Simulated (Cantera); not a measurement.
What does this Cantera script print?

```python
import numpy as np
import cantera as ct

gas_names = """
    AL ALBr ALBr3 AL2 AL2Br6 Br Br2
""".split()
cond_names = """
    AL(cr) AL(L) ALBr3(s) ALBr3(L) Br2(cr) Br2(L)
""".split()


# ... load() reads the species with a 1 bar reference pressure and builds the phases ...
atoms = {
    'Al': {'AL': 1},
    'Br2': {'Br': 2},
}
top_T = {}  # K; cautious upper limits of use, not melting points


# ... equilibrate(T, P, feed) seeds the gas with the atoms and calls Mixture.equilibrate('TP', solver="vcs", rtol=1e-11, max_steps=5000) ...
results = []
feed = {'Al': 1, 'Br2': 1.6}  # mol
P = 5300  # Pa
for T in [475, 550, 625, 700, 775, 850, 925, 1000, 1075, 1150, 1225, 1300, 1375]:
    mix = equilibrate(T, P, feed)
    results.append((T, P, feed, dict(zip(mix.species_names, mix.species_moles))))

top = {s: max(r[3][s] / sum(r[3][g] for g in gas_names) for r in results) for s in gas_names}
cols = sorted((s for s in top if top[s] > 0.0001), key=lambda s: -top[s])[:6]
seen = [c for c in cond_names if any(r[3].get(c, 0) > 1e-12 for r in results)]
print("log10 of partial pressures in bar; condensed amounts in mol")
print(f"{'T/K':>10s}" + "".join(f"{s[:9]:>10s}" for s in cols + seen))
for T, P, feed, n in results:
    ng = sum(n[g] for g in gas_names)
    print(f"{T:10.4g}" + "".join(f"{np.log10(max(n[s] / ng * P / 1e5, 1e-99)):10.3f}" for s in cols)
          + "".join(f"{n.get(c, 0):10.4g}" for c in seen))
```

It prints:

```
log10 of partial pressures in bar; condensed amounts in mol
       T/K     ALBr3    AL2Br6       Br2        Br
       475    -3.156    -1.361    -2.057    -8.886
       550    -2.330    -1.399    -2.073    -7.441
       625    -1.768    -1.545    -2.130    -6.363
       700    -1.458    -1.912    -2.227    -5.541
       775    -1.351    -2.484    -2.292    -4.870
       850    -1.326    -3.074    -2.313    -4.300
       925    -1.320    -3.593    -2.323    -3.818
      1000    -1.320    -4.037    -2.336    -3.410
      1075    -1.321    -4.419    -2.361    -3.065
      1150    -1.324    -4.750    -2.408    -2.777
      1225    -1.329    -5.042    -2.488    -2.542
      1300    -1.335    -5.301    -2.612    -2.361
      1375    -1.342    -5.531    -2.788    -2.233
```

Method: chemical equilibrium by Gibbs-energy minimisation in Cantera with the NASA 1993 tables (ideal gas, pure condensed phases).
